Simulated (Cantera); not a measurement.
Equilibrium for silicon oxide and oxynitride deposition: SiCl4 + NO + N2

Input: 1 mol SiCl4, 4.7 mol NO, 120 mol N2, equilibrated at 2.33 Torr.

Equilibrium computed with Cantera from the NASA thermochemical tables; the gas is ideal and each condensed phase is pure. Candidate condensed phases: Si, SiO2, Si2N2O, Si3N4; 23 gas species. Rates play no part.

From 502 °C to 552 °C the condensed part is SiO2(α-quartz). From 602 °C to 852 °C the condensed part is SiO2(β-quartz).

| T (°C) | x N2 | x Cl2 | x O2 | x Cl | x NO | x ClO | x O | x NO2 | n SiO2(α-quartz) | n SiO2(β-quartz) |
|---|---|---|---|---|---|---|---|---|---|---|
| 502 | 0.973 | 0.0159 | 0.0107 | 1.16e-5 | 3.23e-7 | 9.08e-9 | <1e-12 | 1.67e-9 | 1.00 | 0 |
| 552 | 0.973 | 0.0159 | 0.0107 | 3.72e-5 | 7.64e-7 | 2.36e-8 | <1e-12 | 2.28e-9 | 1.00 | 0 |
| 602 | 0.973 | 0.0159 | 0.0107 | 0.000104 | 1.63e-6 | 5.49e-8 | 3.82e-12 | 3.01e-9 | 0 | 1.00 |
| 652 | 0.973 | 0.0158 | 0.0107 | 0.000261 | 3.22e-6 | 1.17e-7 | 2.49e-11 | 3.86e-9 | 0 | 1.00 |
| 702 | 0.973 | 0.0156 | 0.0107 | 0.000594 | 5.93e-6 | 2.29e-7 | 1.34e-10 | 4.82e-9 | 0 | 1.00 |
| 752 | 0.973 | 0.0153 | 0.0107 | 0.00124 | 1.03e-5 | 4.17e-7 | 6.14e-10 | 5.89e-9 | 0 | 1.00 |
| 802 | 0.972 | 0.0147 | 0.0107 | 0.00240 | 1.69e-5 | 7.12e-7 | 2.44e-9 | 7.06e-9 | 0 | 1.00 |
| 852 | 0.971 | 0.0137 | 0.0107 | 0.00432 | 2.66e-5 | 1.14e-6 | 8.58e-9 | 8.34e-9 | 0 | 1.00 |
x: gas mole fraction; n: condensed amount in mol.
